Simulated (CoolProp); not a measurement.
A closed Brayton cycle with carbon dioxide: compressor inlet 307.15 K and 9.6 MPa, high pressure 23.4 MPa, turbine inlet 835 K, compressor efficiency 0.89, turbine efficiency 0.9, recuperator effectiveness 0.9 (on enthalpy, no pinch check). Each further row changes one setting.

The numbers come from the reference Helmholtz-energy equation of state, Span 1996 in CoolProp.

```csv
case,thermal efficiency (%),net work (kJ/kg),compressor to turbine work,compressor exit (K),turbine exit (K)
as stated,35.1,99.2,0.17,329.3,726.8
turbine inlet 785 K,33.8,91.0,0.18,329.3,___
compressor inlet 317.15 K,34.0,91.6,___,___,726.8
high pressure 19.9 MPa,33.0,83.6,0.16,___,746.0
recuperator effectiveness 0.5,20.4,99.2,0.17,329.3,726.8
```

**Question.** What belongs in the gaps?

**Answer.** 
- turbine inlet 785 K, turbine exit (K): 680.7
- compressor inlet 317.15 K, compressor to turbine work: 0.23
- compressor inlet 317.15 K, compressor exit (K): 361.6
- high pressure 19.9 MPa, compressor exit (K): 324.6
